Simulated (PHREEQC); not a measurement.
Buffer

Solution (45 °C): 120 mmol/kgw H3PO4 and 8.1 mmol/kgw Na2SO4. Closed to the air; pH follows from the charge balance.

All values are PHREEQC results (ion-association model, phreeqc.dat), not measurements.

Precipitation was switched off in this run.

What pH, ionic strength does the model give?

pH 1.69; ionic strength 0.0429 mol/kgw.

In which forms is S present?

HSO4- 64 %, SO4-2 35 %, NaSO4- 1.5 % of the S.

At this temperature some constants are extrapolated from 25 °C, and those without enthalpy data are left unchanged.
